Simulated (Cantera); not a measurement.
What does this Cantera script print?

```python
import numpy as np
import cantera as ct

gas_names = """
    CL CL2 H HCL H2 N NH NH2 NH3 N2 N2H2 N2H4 Si SiCL SiCL2 SiCL3 SiCL4 SiH SiHCL3 SiH2 SiH2CL2 SiH3
    SiH3CL SiH4 SiN Si2 Si2N Si3
""".split()
cond_names = """
    NH4CL(a) NH4CL(b) Si(cr) Si(L) Si3N4(a)
""".split()


# ... load() reads the species with a 1 bar reference pressure and builds the phases ...
atoms = {
    'SiH2Cl2': {'Si': 1, 'H': 2, 'CL': 2},
    'HCl': {'H': 1, 'CL': 1},
    'N2': {'N': 2},
}
top_T = {'Si3N4(a)': 2400}  # K; cautious upper limits of use, not melting points


# ... equilibrate(T, P, feed) seeds the gas with the atoms and calls Mixture.equilibrate('TP', solver="vcs", rtol=1e-11, max_steps=5000) ...
results = []
feed = {'SiH2Cl2': 1, 'HCl': 0.33, 'N2': 43}  # mol
P = 2600  # Pa
for T in [1098, 1148, 1198, 1248, 1298, 1348, 1398, 1448, 1498, 1548, 1598, 1648]:
    mix = equilibrate(T, P, feed)
    results.append((T, P, feed, dict(zip(mix.species_names, mix.species_moles))))

top = {s: max(r[3][s] / sum(r[3][g] for g in gas_names) for r in results) for s in gas_names}
cols = sorted((s for s in top if top[s] > 1e-06), key=lambda s: -top[s])[:8]
seen = [c for c in cond_names if any(r[3].get(c, 0) > 1e-12 for r in results)]
print("log10 of partial pressures in bar; condensed amounts in mol")
print(f"{'T/K':>10s}" + "".join(f"{s[:9]:>10s}" for s in cols + seen))
for T, P, feed, n in results:
    ng = sum(n[g] for g in gas_names)
    print(f"{T:10.4g}" + "".join(f"{np.log10(max(n[s] / ng * P / 1e5, 1e-99)):10.3f}" for s in cols)
          + "".join(f"{n.get(c, 0):10.4g}" for c in seen))
```

Output:

```
log10 of partial pressures in bar; condensed amounts in mol
       T/K        N2       HCL        H2     SiCL2     SiCL4     SiCL3        CL         H  Si3N4(a)
      1098    -1.607    -2.996    -3.760    -6.885    -4.066    -6.049    -8.770    -9.487    0.2834
      1148    -1.607    -2.991    -3.775    -6.313    -4.085    -5.721    -8.303    -9.032    0.2848
      1198    -1.607    -2.987    -3.786    -5.793    -4.108    -5.424    -7.877    -8.614    0.2855
      1248    -1.607    -2.985    -3.794    -5.320    -4.139    -5.159    -7.486    -8.228    0.2849
      1298    -1.607    -2.985    -3.795    -4.896    -4.188    -4.930    -7.131    -7.867     0.282
      1348    -1.607    -2.988    -3.784    -4.522    -4.272    -4.747    -6.811    -7.528     0.275
      1398    -1.607    -2.999    -3.756    -4.208    -4.412    -4.626    -6.530    -7.203    0.2618
      1448    -1.608    -3.018    -3.706    -3.960    -4.631    -4.578    -6.289    -6.889    0.2415
      1498    -1.608    -3.050    -3.640    -3.776    -4.927    -4.604    -6.088    -6.585    0.2157
      1548    -1.608    -3.093    -3.568    -3.642    -5.280    -4.684    -5.918    -6.296    0.1868
      1598    -1.608    -3.146    -3.501    -3.542    -5.661    -4.798    -5.771    -6.024    0.1573
      1648    -1.608    -3.207    -3.442    -3.467    -6.053    -4.932    -5.642    -5.772    0.1287
```

Cantera equilibrium calculation (NASA polynomials, part measured and part estimated; ideal gas, pure solids and liquids). N2 is the only nitrogen source here; it is nearly inert below about 1500 K, so the nitride shown seldom forms there in practice. The tables' values for SiCl3 are old estimates; treat these amounts as uncertain.
